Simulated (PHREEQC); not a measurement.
Solution (60 °C): 0.0027 mol Cu(NO3)2, 0.0015 mol HNO3, 0.0017 mol NaCl and 0.00057 mol HCl per kg of water. Closed to the air; pH follows from the charge balance.

The numbers come from PHREEQC with the ion-association model, phreeqc.dat.

Precipitation was switched off in this run.

Question: Estimate the pH, specific conductance.

Answer: pH 2.73; specific conductance 3060 µS/cm.

Question: In which forms is Cl present?

Answer: Cl- 98 %, CuCl+ 2.1 % of the Cl.

Complexes and solids missing from the database can't appear. Away from 25 °C the constants follow the database's enthalpies or fits; those with neither stay at their 25 °C values.
